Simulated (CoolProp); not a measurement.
Acetone along the isotherm 550 K: Z from the reference equation and from simpler models built on Tc = 508.1 K, pc = 4.692 MPa, ω = 0.307; each cubic takes its own stable root.

Values from CoolProp's reference Helmholtz-energy equation of state, Lemmon 2006. It is a short technical equation, of lower accuracy than the large ones.

```
p (MPa)          phase  reference  van der Waals  Redlich-Kwong  Peng-Robinson
-------  -------------  ---------  -------------  -------------  -------------
0.782              gas     0.9493         0.9579         0.9538         0.9504
1.56               gas     0.8970         0.9128         0.9052         0.8992
2.35               gas     0.8416         0.8629         0.8526         0.8450
3.13               gas     0.7841         0.8082         0.7967         0.7888
3.91               gas     0.7232         0.7459         0.7355         0.7295
4.69               gas     0.6579         0.6718         0.6672         0.6666
5.47     supercritical     0.5868         0.5767         0.5893         0.5997
6.26     supercritical     0.5074         0.4583         0.5014         0.5303
7.04     supercritical     0.4224         0.4150         0.4321         0.4697
```
